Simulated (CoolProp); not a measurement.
Values from CoolProp's reference Helmholtz-energy equation of state, Gao 2020.

**Question.** For ammonia, give the phase and the cp (kJ/(kg K)), cv (kJ/(kg K)), viscosity (µPa s), conductivity (mW/(m K)) at 671.3 K and 0.274 MPa; 327.7 K and 0.465 MPa; 471.1 K and 2.47 MPa.

**Answer.** 
- 671.3 K and 0.274 MPa: gas; cp 2.78, cv 2.29, viscosity 24.3, conductivity 76.6
- 327.7 K and 0.465 MPa: gas; cp 2.35, cv 1.76, viscosity 11.1, conductivity 28.3
- 471.1 K and 2.47 MPa: gas; cp 2.63, cv 2.00, viscosity 16.8, conductivity 50.3

Viscosity comes from a separate model (Fenghour 1995). Thermal conductivity comes from a separate model (Tufeu 1984).
